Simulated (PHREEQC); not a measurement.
Polishing slurry liquid: speciation

Consider water at 25 °C with 0.001 mol/kgw NH3 and 1e-05 mol/kgw CO2. Closed to the air; pH follows from the charge balance.

Model: ion-association model, phreeqc.dat, run in PHREEQC.

Each row changes one thing in this solution. No solid was allowed to form.

```json
[
 {"case": "as made", "pH": "10.06", "ionic strength (mol/kgw)": "0.000136", "HCO3- (mol/kgw)": "6.38e-6", "CO3-2 (mol/kgw)": "3.62e-6", "CO2 (mol/kgw)": "1.22e-9"},
 {"case": "temperature from 25 to 55 °C", "pH": "9.22", "ionic strength (mol/kgw)": "0.000136", "HCO3- (mol/kgw)": "8.91e-6", "CO3-2 (mol/kgw)": "1.08e-6", "CO2 (mol/kgw)": "1.01e-8"},
 {"case": "diluted 5-fold with water", "pH": "9.69", "ionic strength (mol/kgw)": "5.32e-5", "HCO3- (mol/kgw)": "1.62e-6", "CO3-2 (mol/kgw)": "3.84e-7", "CO2 (mol/kgw)": "7.30e-10"},
 {"case": "CO2 from 1e-05 to 0.0001 mol/kgw", "pH": "9.86", "ionic strength (mol/kgw)": "0.000226", "HCO3- (mol/kgw)": "7.39e-5", "CO3-2 (mol/kgw)": "2.61e-5", "CO2 (mol/kgw)": "2.28e-8"},
 {"case": "diluted 100-fold with water", "pH": "8.84", "ionic strength (mol/kgw)": "7.17e-6", "HCO3- (mol/kgw)": "9.65e-8", "CO3-2 (mol/kgw)": "3.18e-9", "CO2 (mol/kgw)": "3.11e-10"},
 {"case": "1.1e-05 mol/kgw Ca(OH)2 added", "pH": "10.11", "ionic strength (mol/kgw)": "0.000159", "HCO3- (mol/kgw)": "6.12e-6", "CO3-2 (mol/kgw)": "3.82e-6", "CO2 (mol/kgw)": "1.06e-9"},
 {"case": "NH3 left out", "pH": "5.72", "ionic strength (mol/kgw)": "1.90e-6", "HCO3- (mol/kgw)": "1.90e-6", "CO3-2 (mol/kgw)": "4.71e-11", "CO2 (mol/kgw)": "8.10e-6"}
]
```

Complexes and solids missing from the database can't appear. Constants without temperature data keep their 25 °C values here.
